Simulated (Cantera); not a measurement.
What does this Cantera script print?

```python
import numpy as np
import cantera as ct

gas_names = [...]  # 136 gases of nasa_gas.yaml made of C, H, N, O
cond_names = """
    C(gr) C6H6(L) C7H8(L) C8H18(L),n-octa H2O(s) H2O(L)
""".split()


# ... load() reads the species with a 1 bar reference pressure and builds the phases ...
atoms = {
    'C2H5OH': {'C': 2, 'H': 6, 'O': 1},
    'H2': {'H': 2},
    'N2': {'N': 2},
}
top_T = {'C(gr)': 4500}  # K; cautious upper limits of use, not melting points


# ... equilibrate(T, P, feed) seeds the gas with the atoms and calls Mixture.equilibrate('TP', solver="vcs", rtol=1e-11, max_steps=5000) ...
results = []
feed = {'C2H5OH': 1, 'H2': 2.8, 'N2': 0.28}  # mol
P = 530000  # Pa
for T in [750, 850, 950, 1050, 1150, 1250, 1350, 1450, 1550, 1650, 1750, 1850, 1950]:
    mix = equilibrate(T, P, feed)
    results.append((T, P, feed, dict(zip(mix.species_names, mix.species_moles))))

top = {s: max(r[3][s] / sum(r[3][g] for g in gas_names) for r in results) for s in gas_names}
cols = sorted((s for s in top if top[s] > 1e-06), key=lambda s: -top[s])[:6]
seen = [c for c in cond_names if any(r[3].get(c, 0) > 1e-12 for r in results)]
print("log10 of partial pressures in bar; condensed amounts in mol")
print(f"{'T/K':>10s}" + "".join(f"{s[:9]:>10s}" for s in cols + seen))
for T, P, feed, n in results:
    ng = sum(n[g] for g in gas_names)
    print(f"{T:10.4g}" + "".join(f"{np.log10(max(n[s] / ng * P / 1e5, 1e-99)):10.3f}" for s in cols)
          + "".join(f"{n.get(c, 0):10.4g}" for c in seen))
```

It prints:

```
log10 of partial pressures in bar; condensed amounts in mol
       T/K        H2       CH4       H2O        CO        N2       CO2     C(gr)
       750     0.075     0.400     0.078    -2.209    -0.449    -1.419         0
       850     0.261     0.315    -0.045    -1.154    -0.481    -0.975    0.1041
       950     0.444     0.112    -0.214    -0.628    -0.541    -1.033    0.4269
      1050     0.544    -0.154    -0.509    -0.312    -0.600    -1.294     0.621
      1150     0.592    -0.446    -0.915    -0.179    -0.641    -1.761    0.7323
      1250     0.615    -0.730    -1.346    -0.139    -0.660    -2.294    0.8256
      1350     0.625    -0.989    -1.745    -0.128    -0.669    -2.791    0.8912
      1450     0.630    -1.221    -2.098    -0.125    -0.674    -3.230    0.9308
      1550     0.633    -1.426    -2.408    -0.125    -0.677    -3.613    0.9535
      1650     0.635    -1.607    -2.682    -0.125    -0.679    -3.948    0.9658
      1750     0.635    -1.769    -2.924    -0.125    -0.682    -4.243    0.9712
      1850     0.636    -1.913    -3.139    -0.125    -0.686    -4.504    0.9712
      1950     0.636    -2.042    -3.332    -0.125    -0.690    -4.736     0.966
```

Equilibrium computed with Cantera from the NASA thermochemical tables; the gas is ideal and each condensed phase is pure.
